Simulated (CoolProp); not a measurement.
Properties of benzene at several states.

Model: reference Helmholtz-energy equation of state, Thol 2012, in CoolProp.

| T (K) | p (MPa) | phase | density (kg/m³) | cp (kJ/(kg K)) | cv (kJ/(kg K)) | speed of sound (m/s) | Joule-Thomson coefficient (K/MPa) | viscosity (µPa s) |
|---|---|---|---|---|---|---|---|---|
| 447.4 | 1.83 | liquid | 699.2 | 2.269 | 1.647 | 673.6 | -0.05088 | 145 |
| 377.2 | 2.34 | liquid | 789.2 | 1.982 | 1.441 | 962.9 | -0.2878 | 261 |
| 546.4 | 0.0279 | gas | 0.4807 | 1.917 | 1.810 | 247.7 | 7.675 | 13.7 |

Viscosity comes from a separate model (Avgeri 2014).
